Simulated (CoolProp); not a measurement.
Vapour-liquid equilibrium of R134a (1) + R245fa (2) at 18.25 °C; x and y are mole fractions of (1).

Model: multi-fluid Helmholtz-energy mixture model, Tillner-Roth 1994 and Akasaka 2015; pair parameters Akasaka 2014, in CoolProp.

```
x     bubble pressure (MPa)  y at the bubble point  dew pressure at overall composition x (MPa)  liquid density (mol/L)
----  ---------------------  ---------------------  -------------------------------------------  ----------------------
0.05                 0.1355                  0.186                                       0.1199                   10.22
0.15                 0.1763                  0.430                                       0.1309                   10.41
0.25                 0.2171                  0.584                                       0.1442                   10.60
0.35                 0.2581                  0.690                                       0.1605                   10.79
0.45                 0.2994                  0.769                                       0.1807                   10.98
0.55                 0.3413                  0.831                                       0.2066                   11.17
0.65                 0.3840                  0.880                                       0.2410                   11.36
0.75                 0.4276                  0.921                                       0.2882                   11.56
0.85                 0.4722                  0.956                                       0.3569                   11.76
0.95                 0.5180                  0.986                                       0.4637                   11.96
```

No azeotrope shows between x = 0.05 and 0.95.

Pair parameters are fitted to limited data, so mixtures are less certain than the pure fluids.
